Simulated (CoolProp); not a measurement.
A single-stage vapour-compression cycle with cyclohexane: evaporating at 316.15 K (dew point), condensing at 353.15 K (bubble point), superheat 0 K, subcooling 5 K, compressor efficiency 0.9, no pressure losses. Each further row changes one setting.

Model: reference Helmholtz-energy equation of state, Zhou 2014, in CoolProp.

| case | cooling COP | pressure ratio | discharge temperature (K) | refrigerating effect (kJ/kg) | volumetric capacity (kJ/m³) |
|---|---|---|---|---|---|
| as stated | 7.03 | 3.57 | 353.1 | 316 | 285 |
| evaporating temperature 321.15 K | 8.39 | 2.95 | 353.1 | 323 | 348 |
| condensing temperature 348.15 K | 8.28 | 3.06 | 348.1 | 327 | 295 |
| subcooling 10 K | 7.26 | 3.57 | 353.1 | 327 | 295 |
| superheat 10 K | 7.09 | 3.57 | 359.1 | 330 | 288 |
| compressor efficiency 0.8 | 6.25 | 3.57 | 353.1 | 316 | 285 |

The compression ends wet for: as stated; evaporating temperature 321.15 K; condensing temperature 348.15 K; subcooling 10 K; compressor efficiency 0.8.
